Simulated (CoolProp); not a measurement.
Model: reference Helmholtz-energy equation of state, Lemmon 2006, in CoolProp. It is a short technical equation, of lower accuracy than the large ones.

For CH3F (R41), give the phase and the Z, cv (kJ/(kg K)), expansivity (1/kK) at 60.55 °C and 7640 kPa; 151.85 °C and 7640 kPa.


- 60.55 °C and 7640 kPa: supercritical; Z 0.375, cv 1.44, expansivity 52.0
- 151.85 °C and 7640 kPa: supercritical; Z 0.816, cv 1.21, expansivity 4.51
